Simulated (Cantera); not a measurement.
**Ignition delay**

Mixture: 1.69 % C₃H₈, 20.6 % O₂, 77.7 % N₂, equivalence ratio 0.41, at 3.30 bar, adiabatic and at constant pressure. Ignition delay is the time to a rise of 400 K.

Computed with Cantera and GRI-Mech 3.0 (53 species, 325 reactions). GRI-Mech 3.0 was tuned for natural gas; its chemistry of propane as a main component is partial and can be far from experiment.

```
T0 (K)  delay (ms)
------  ----------
1223          1.91
1273         0.776
1323         0.340
1373         0.163
1423        0.0849
1473        0.0482
1523        0.0296
1573        0.0195
1623        0.0137
```

The apparent activation energy between 1523 and 1623 K is 160 kJ/mol.
